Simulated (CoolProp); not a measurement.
CH2F2 (R32) along the isobar 46 bar: density (kg/m³) from the reference equation and from simpler models built on Tc = 351.3 K, pc = 57.83 bar, ω = 0.277; each cubic takes its own stable root.

Computed with CoolProp (reference Helmholtz-energy equation of state, Tillner-Roth 1997).

| T (K) | phase | reference | Redlich-Kwong | Peng-Robinson |
|---|---|---|---|---|
| 211.5 | liquid | 1247 | 941.9 | 1095 |
| 234.8 | liquid | 1184 | 892.3 | 1045 |
| 258.2 | liquid | 1116 | 835.6 | 985.7 |
| 281.6 | liquid | 1040 | 769.3 | 912.6 |
| 304.9 | liquid | 950.5 | 688.0 | 818.8 |
| 328.3 | liquid | 826.6 | 571.8 | 680.5 |
| 351.6 | gas | 135.9 | 127.2 | 132.5 |
| 375 | gas | 106.6 | 104.4 | 105.9 |
| 398.3 | gas | 91.75 | 91.26 | 91.55 |
